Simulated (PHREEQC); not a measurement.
Consider water at 25 °C with 0.073 mol Cu(NO3)2, 9.2e-05 mol HCl and 0.019 mol Na2SO4 per kg of water. Closed to the air; pH follows from the charge balance.

Model: ion-association model, phreeqc.dat, run in PHREEQC.

Each row changes one thing in this solution. No solid was allowed to form.

| case | pH | ionic strength (mol/kgw) | SO4-2 (mol/kgw) | Cl- (mol/kgw) | HSO4- (mol/kgw) |
|---|---|---|---|---|---|
| as made | 4.13 | 0.237 | 0.00903 | 8.74e-5 | 2.39e-5 |
| Cu(NO3)2 from 0.073 to 0.0073 mol/kgw | 4.33 | ___ | 0.0151 | 9.15e-5 | 3.68e-5 |
| Cu(NO3)2 replaced by Pb(NO3)2 at the same molality | 4.13 | ___ | 0.00593 | 6.23e-5 | 1.70e-5 |
| temperature from 25 to 10 °C | 4.17 | ___ | 0.00932 | 8.97e-5 | 1.70e-5 |
| Cu(NO3)2 from 0.073 to 0.0803 mol/kgw | ___ | ___ | 0.00885 | 8.70e-5 | 2.35e-5 |
| diluted 2-fold with water | 4.33 | 0.120 | 0.00504 | 4.45e-5 | 1.03e-5 |
| Na2SO4 replaced by Li2SO4 at the same molality | 4.13 | 0.237 | 0.00906 | 8.74e-5 | 2.40e-5 |

**Question.** Some entries are withheld; supply them.

**Answer.** 
- Cu(NO3)2 from 0.073 to 0.0073 mol/kgw, ionic strength (mol/kgw): 0.0658
- Cu(NO3)2 replaced by Pb(NO3)2 at the same molality, ionic strength (mol/kgw): 0.183
- temperature from 25 to 10 °C, ionic strength (mol/kgw): 0.238
- Cu(NO3)2 from 0.073 to 0.0803 mol/kgw, pH: 4.12
- Cu(NO3)2 from 0.073 to 0.0803 mol/kgw, ionic strength (mol/kgw): 0.258

Species that the database lacks are ignored. Some of these states are supersaturated (in Anglesite, for instance). Constants without temperature data keep their 25 °C values here.
